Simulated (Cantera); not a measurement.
Charge: 1 mol C2F6, 0.015 mol CH4, 0.077 mol H2, equilibrated at 1.33 mbar.

Cantera equilibrium calculation (NASA polynomials, part measured and part estimated; ideal gas, pure solids and liquids). Candidate condensed phases: C, C6H6, C7H8, C8H18; 95 gas species. The feed counts by its element totals alone. Rates play no part. All values below are at 2777 °C.

Base state: F 0.805, C3 0.0611, CF 0.0553, C 0.0326, HF 0.0262, C2 0.0117, H 0.00557, CF2 0.00220 (mole fractions); condensed: gas only.

Problem. What changes in the equilibrium state with this change: pressure from 1.33 mbar to 1.70 mbar?

Solution. 
```csv
species,before,after
F,0.805,0.804
C3,0.0611,0.0619
CF,0.0553,0.0602
C,0.0326,0.0278
C2,0.0117,0.0109
HF,0.0262,0.0274
CF2,0.00220,0.00304
H,0.00557,0.00458
```
